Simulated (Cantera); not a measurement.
A perfectly stirred reactor is fed with CH4 : CO : O2 : N2 : CO2 = 1 : 0.97 : 2.96 : 11.1 : 0.072 (molar parts), equivalence ratio 0.84, at 7500 Torr; it is adiabatic with a 523 K inlet, and is followed from long to short residence time, starting on the burning branch (τ in s: 0.084, 0.025, 0.0074, 0.0022, 0.00065, 0.00019, 5.6e-05, 1.7e-05, 4.9e-06).

Model: GRI-Mech 3.0 (53 species, 325 reactions), integrated in Cantera.

One state of this run: T (K) = 2264; x CH4 = 1.43e-5; x CO = 0.00422; x O2 = 0.0317; x NO2 = 7.36e-7; x C2H4 = 3.44e-9; x O = 0.000352; x CH2O = 2.57e-6. x: mole fraction; the columns are a selection and need not sum to one.

Which value of τ (s) does it belong to?
A. 0.00065
B. 0.084
C. 0.00019
D. 0.0022

D, 0.0022
